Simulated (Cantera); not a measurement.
An adiabatic, constant-volume homogeneous reactor starts with CH₄ : O₂ : N₂ : CO₂ = 2.2 : 1.18 : 4.42 : 1.8 (molar parts), at 1725 K and 500000 Pa.

Detailed kinetics in Cantera: GRI-Mech 3.0 (53 species, 325 reactions).

One state of this run: T (K) = 2004; P (bar) = 7.76; x CH₄ = 6.66e-8; x O₂ = 3.35e-9; x CO₂ = 0.0328; x H₂O₂ = 3.64e-11; x HCN = 5.29e-6; x OH = 1.54e-5; x HO₂ = 7.48e-12. x: mole fraction; the columns are a selection and need not sum to one.

Task: Which value of t (s) does it belong to?
A. 2.90e-6
B. 0.00503
C. 2.44e-5
D. 0.356

Result: D, 0.356
